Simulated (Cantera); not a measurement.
A counterflow diffusion flame at 101000 Pa, nozzles 20 mm apart: fuel side CH4 : N2 = 1 : 0.23 (molar parts) at 448 K, oxidiser side O2 : N2 = 0.26 : 0.74 (molar parts) at 475 K, fuel mass flux 0.95 times the oxidiser's; mixture-averaged transport, no radiation.

Computed with Cantera and GRI-Mech 3.0 (53 species, 325 reactions). GRI-Mech 3.0 has no aromatics or soot, which form on the fuel side of real flames. The maximum strain rate includes the flame's own expansion and is several times the mean.

x: mole fraction; the columns are a selection and need not sum to one.

```tsv
oxidiser flux (kg/m²/s)	max strain (1/s)	mean strain (1/s)	T max (K)	peak x OH	peak x H	peak x NO	peak x CO	peak x C2H2
0.25	209	40.7	2276	0.0123	0.00551	0.000453	0.0772	0.0175
0.37	294	60.2	2256	0.0123	0.00582	0.000408	0.0755	0.0166
0.54	411	87.8	2238	0.0122	0.00609	0.000368	0.0737	0.0158
0.78	(withheld)	127	2221	0.0121	0.00634	(withheld)	0.0722	0.0149
1.1	(withheld)	179	2208	0.0120	0.00660	(withheld)	0.0713	0.0141
1.7	1170	276	2185	0.0116	0.00683	0.000238	0.0701	0.0130
2.4	1600	390	2163	0.0113	0.00693	0.000194	0.0693	0.0120
```

Task: What belongs in the gaps?

Result: 
- 0.78, max strain (1/s): 572
- 0.78, peak x NO: 0.000328
- 1.1, max strain (1/s): 783
- 1.1, peak x NO: 0.000291
